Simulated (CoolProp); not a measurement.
Computed with CoolProp (reference Helmholtz-energy equation of state, Wagner 2002).

Q: For water, give the phase and the density (kg/m³), cp (kJ/(kg K)), cv (kJ/(kg K)), isothermal compressibility (1/MPa) at 274.85 °C and 100 MPa; 291.25 °C and 100 MPa; 405.45 °C and 100 MPa.

A: 
- 274.85 °C and 100 MPa: liquid; density 851, cp 4.32, cv 3.05, isothermal compressibility 0.000801
- 291.25 °C and 100 MPa: liquid; density 833, cp 4.37, cv 3.01, isothermal compressibility 0.000892
- 405.45 °C and 100 MPa: supercritical; density 685, cp 4.93, cv 2.79, isothermal compressibility 0.00222
